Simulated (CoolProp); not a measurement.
Neopentane along the isotherm 276.85 °C: density (kg/m³) from the reference equation and from simpler models built on Tc = 160.6 °C, pc = 3.196 MPa, ω = 0.196; each cubic takes its own stable root.

Computed with CoolProp (reference Helmholtz-energy equation of state, Lemmon 2006). It is a short technical equation, of lower accuracy than the large ones.

| p (MPa) | phase | reference |
|---|---|---|
| 2.13 | gas | 37.56 |
| 4.26 | supercritical | 85.32 |
| 6.39 | supercritical | 145.0 |
| 8.52 | supercritical | 208.9 |
| 10.7 | supercritical | 262.4 |
| 12.8 | supercritical | 299.1 |
| 14.9 | supercritical | 326.2 |
| 17 | supercritical | 347.2 |
| 19.2 | supercritical | 365.0 |
| 21.3 | supercritical | 379.2 |
| 23.4 | supercritical | 391.5 |
| 25.6 | supercritical | 402.8 |
| 27.7 | supercritical | 412.4 |
| 29.8 | supercritical | 421.1 |
| 32 | supercritical | 429.3 |

### Question
How far does each simpler model (ideal gas, van der Waals, Redlich-Kwong, Soave-Redlich-Kwong, Peng-Robinson) lie from the reference over these 15 states: mean and median of the absolute difference, and the worst?

### Answer
- ideal gas: mean 19.1 %, median 17.6 %, worst -35.7 % at 276.85 °C and 8.52 MPa
- van der Waals: mean 11.3 %, median 12.5 %, worst -17.3 % at 276.85 °C and 32 MPa
- Redlich-Kwong: mean 1.1 %, median 0.9 %, worst +3.6 % at 276.85 °C and 6.39 MPa
- Soave-Redlich-Kwong: mean 4.5 %, median 4.2 %, worst -8.8 % at 276.85 °C and 10.7 MPa
- Peng-Robinson: mean 3.5 %, median 2.3 %, worst +8.2 % at 276.85 °C and 32 MPa
